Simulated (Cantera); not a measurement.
What does this Cantera script print?

```python
import numpy as np
import cantera as ct

gas = ct.Solution("gri30.yaml")
gas.TPX = 1825, 170000, {'C3H8': 1, 'H2': 1.8}
reactor = ct.IdealGasConstPressureReactor(gas, energy="off", clone=False)
net = ct.ReactorNet([reactor])
net.rtol, net.atol = 1e-08, 1e-18
show = ['C3H8', 'H2', 'C2H6', 'H', 'CH2']
times = np.geomspace(0.0003, 1, 12)

steps = ct.SolutionArray(gas, extra=["t"])
rows = []
print(f"{'t/s':>10s}{'T/K':>9s}{'P/Pa':>11s}" + "".join(f"{s:>11s}" for s in show))
for t in times:
    while net.time < t:
        t_next = net.step()
        steps.append(gas.state, t=t_next)
    rows.append([np.interp(t, steps.t, y) for y in (steps.T, steps.P, *steps(*show).X.T)])
    print(f"{t:10.3e}{rows[-1][0]:9.1f}{rows[-1][1]:11.4g}" + "".join(f"{x:11.3e}" for x in rows[-1][2:]))
rate = np.gradient(steps.T, steps.t)
print("integrator steps:", len(steps.t))
if steps.T.max() > steps.T[0] + 200:
    print(f"time of steepest temperature rise: {steps.t[rate.argmax()]:.4e} s")
gas.TPX = 1825, 170000, {'C3H8': 1, 'H2': 1.8}
gas.equilibrate("TP")
print(f"equilibrium (TP): T = {gas.T:.1f} K  " + "  ".join(f"{s} {gas[s].X[0]:.3e}" for s in show))
```

Result:

```
       t/s      T/K       P/Pa       C3H8         H2       C2H6          H        CH2
 3.000e-04   1825.0    1.7e+05  3.085e-07  6.081e-01  2.101e-04  2.208e-04  4.224e-07
 6.272e-04   1825.0    1.7e+05  2.076e-07  6.215e-01  1.774e-04  2.296e-04  4.004e-07
 1.311e-03   1825.0    1.7e+05  1.404e-07  6.379e-01  1.339e-04  2.375e-04  3.569e-07
 2.741e-03   1825.0    1.7e+05  7.657e-08  6.603e-01  8.376e-05  2.490e-04  2.935e-07
 5.730e-03   1825.0    1.7e+05  3.418e-08  6.848e-01  4.253e-05  2.630e-04  2.191e-07
 1.198e-02   1825.0    1.7e+05  1.513e-08  7.048e-01  1.948e-05  2.762e-04  1.518e-07
 2.504e-02   1825.0    1.7e+05  8.502e-09  7.164e-01  1.065e-05  2.851e-04  1.089e-07
 5.235e-02   1825.0    1.7e+05  6.799e-09  7.202e-01  8.488e-06  2.884e-04  9.378e-08
 1.094e-01   1825.0    1.7e+05  6.639e-09  7.206e-01  8.292e-06  2.888e-04  9.225e-08
 2.288e-01   1825.0    1.7e+05  6.638e-09  7.206e-01  8.291e-06  2.888e-04  9.224e-08
 4.783e-01   1825.0    1.7e+05  6.638e-09  7.206e-01  8.291e-06  2.888e-04  9.224e-08
 1.000e+00   1825.0    1.7e+05  6.638e-09  7.206e-01  8.291e-06  2.888e-04  9.224e-08
integrator steps: 1343
equilibrium (TP): T = 1825.0 K  C3H8 6.638e-09  H2 7.206e-01  C2H6 8.291e-06  H 2.888e-04  CH2 9.224e-08
```

Computed with Cantera and GRI-Mech 3.0 (53 species, 325 reactions). GRI-Mech 3.0 was tuned for natural gas; its chemistry of propane as a main component is partial and can be far from experiment. GRI-Mech 3.0 stops at C3 and has no aromatics, soot or wall deposition, so with more carbon than oxygen in the feed, carbon stays in small species such as C2H2 where larger ones or solid carbon would form.
